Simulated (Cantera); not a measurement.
An isothermal, constant-pressure homogeneous reactor starts with NH3 : H2 = 1 : 0.16 (molar parts), at 2250 K and 1.18 atm.

Cantera simulation using the gas-phase N/H chemistry of the illustrative SiF4/NH3 mechanism in the Surface Chemkin manual (1991); the numbers are that mechanism's predictions, not measurements. Walls and surfaces, which speed up NH3 decomposition in real reactors, are not modelled.

x: mole fraction; the columns are a selection and need not sum to one.

| t (s) | x NH3 | x H2 | x N | x N2H2 | x H | x NH |
|---|---|---|---|---|---|---|
| 9.00e-6 | 0.859 | 0.139 | 5.08e-7 | 4.85e-6 | 0.000104 | 2.18e-5 |
| 2.23e-5 | 0.854 | 0.142 | 1.94e-6 | 1.78e-5 | 0.000180 | 5.56e-5 |
| 5.54e-5 | 0.839 | 0.152 | 2.45e-6 | 2.10e-5 | 0.000209 | 6.39e-5 |
| 0.000137 | 0.805 | ___ | ___ | 1.95e-5 | ___ | 6.50e-5 |
| 0.000341 | 0.728 | 0.234 | 3.16e-6 | 1.64e-5 | 0.000320 | 6.62e-5 |
| 0.000845 | 0.577 | 0.344 | 3.80e-6 | 1.14e-5 | 0.000490 | 6.55e-5 |
| 0.00210 | 0.349 | 0.511 | 4.43e-6 | 5.74e-6 | 0.000834 | 5.89e-5 |
| 0.00520 | 0.125 | 0.675 | 4.83e-6 | 1.67e-6 | 0.00151 | 4.33e-5 |
| 0.0129 | ___ | 0.755 | 4.66e-6 | ___ | ___ | ___ |
| 0.0320 | 0.000623 | 0.763 | 1.09e-6 | 1.29e-9 | 0.00589 | 2.71e-6 |
| 0.0793 | 0.000140 | 0.763 | 2.54e-7 | 6.92e-11 | 0.00596 | 6.23e-7 |
| 0.197 | 4.77e-5 | 0.763 | 8.68e-8 | 1.03e-11 | 0.00596 | 2.13e-7 |
| 0.488 | 1.85e-5 | 0.763 | 3.38e-8 | 3.64e-12 | 0.00596 | 8.27e-8 |
| 1.21 | 8.38e-6 | 0.763 | 1.53e-8 | 2.71e-12 | 0.00596 | 3.74e-8 |
| 3.00 | 5.60e-6 | 0.763 | 1.02e-8 | 2.57e-12 | 0.00596 | 2.50e-8 |

Task: Some entries are withheld; supply them.

Result: 
- 0.000137, x H2: 0.177
- 0.000137, x N: 2.70e-6
- 0.000137, x H: 0.000242
- 0.0129, x NH3: 0.0146
- 0.0129, x N2H2: 1.47e-7
- 0.0129, x H: 0.00333
- 0.0129, x NH: 2.05e-5
